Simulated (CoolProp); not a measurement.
R22 along the isobar 101 kPa: fugacity coefficient from the reference equation and from simpler models built on Tc = 369.3 K, pc = 4990 kPa, ω = 0.221; each cubic takes its own stable root.

Model: reference Helmholtz-energy equation of state, Kamei 1995, in CoolProp.

```json
[
 {"T (K)": "184", "phase": "liquid", "reference": "0.05103", "van der Waals": "0.9707", "Redlich-Kwong": "0.1061", "Soave-Redlich-Kwong": "[?]", "Peng-Robinson": "0.05392"},
 {"T (K)": "192.8", "phase": "liquid", "reference": "0.09978", "van der Waals": "0.9735", "Redlich-Kwong": "0.1982", "Soave-Redlich-Kwong": "0.09809", "Peng-Robinson": "[?]"},
 {"T (K)": "201.6", "phase": "liquid", "reference": "0.1819", "van der Waals": "0.9760", "Redlich-Kwong": "0.3449", "Soave-Redlich-Kwong": "0.1794", "Peng-Robinson": "0.1874"},
 {"T (K)": "210.4", "phase": "liquid", "reference": "[?]", "van der Waals": "0.9781", "Redlich-Kwong": "0.5652", "Soave-Redlich-Kwong": "0.3090", "Peng-Robinson": "0.3191"},
 {"T (K)": "219.2", "phase": "liquid", "reference": "0.5086", "van der Waals": "0.9800", "Redlich-Kwong": "0.8793", "Soave-Redlich-Kwong": "0.5052", "Peng-Robinson": "0.5166"},
 {"T (K)": "228.1", "phase": "liquid", "reference": "0.7948", "van der Waals": "0.9817", "Redlich-Kwong": "0.9740", "Soave-Redlich-Kwong": "0.7927", "Peng-Robinson": "0.8039"},
 {"T (K)": "236.9", "phase": "gas", "reference": "[?]", "van der Waals": "0.9832", "Redlich-Kwong": "0.9765", "Soave-Redlich-Kwong": "0.9743", "Peng-Robinson": "0.9733"},
 {"T (K)": "245.7", "phase": "gas", "reference": "[?]", "van der Waals": "0.9845", "Redlich-Kwong": "0.9787", "Soave-Redlich-Kwong": "0.9768", "Peng-Robinson": "0.9758"},
 {"T (K)": "254.5", "phase": "gas", "reference": "[?]", "van der Waals": "0.9857", "Redlich-Kwong": "0.9806", "Soave-Redlich-Kwong": "0.9789", "Peng-Robinson": "0.9779"},
 {"T (K)": "263.3", "phase": "gas", "reference": "0.9779", "van der Waals": "0.9868", "Redlich-Kwong": "0.9823", "Soave-Redlich-Kwong": "0.9809", "Peng-Robinson": "0.9799"},
 {"T (K)": "272.2", "phase": "gas", "reference": "0.9803", "van der Waals": "0.9877", "Redlich-Kwong": "0.9839", "Soave-Redlich-Kwong": "0.9826", "Peng-Robinson": "0.9816"},
 {"T (K)": "281", "phase": "gas", "reference": "0.9824", "van der Waals": "0.9886", "Redlich-Kwong": "0.9852", "Soave-Redlich-Kwong": "0.9841", "Peng-Robinson": "0.9831"},
 {"T (K)": "289.8", "phase": "gas", "reference": "0.9841", "van der Waals": "0.9894", "Redlich-Kwong": "0.9864", "Soave-Redlich-Kwong": "0.9855", "Peng-Robinson": "0.9845"},
 {"T (K)": "298.6", "phase": "gas", "reference": "0.9857", "van der Waals": "0.9901", "Redlich-Kwong": "0.9875", "Soave-Redlich-Kwong": "0.9867", "Peng-Robinson": "0.9858"},
 {"T (K)": "307.4", "phase": "gas", "reference": "0.9870", "van der Waals": "0.9907", "Redlich-Kwong": "0.9884", "Soave-Redlich-Kwong": "0.9878", "Peng-Robinson": "0.9869"},
 {"T (K)": "316.3", "phase": "gas", "reference": "0.9882", "van der Waals": "0.9913", "Redlich-Kwong": "0.9893", "Soave-Redlich-Kwong": "0.9888", "Peng-Robinson": "0.9879"}
]
```

**Question.** What belongs in the gaps?

**Answer.** 
- 184, Soave-Redlich-Kwong: 0.05008
- 192.8, Peng-Robinson: 0.1039
- 210.4, reference: 0.3123
- 236.9, reference: 0.9679
- 245.7, reference: 0.9718
- 254.5, reference: 0.9751

At some of these states van der Waals, Redlich-Kwong gives the other phase, because its saturation line lies elsewhere.
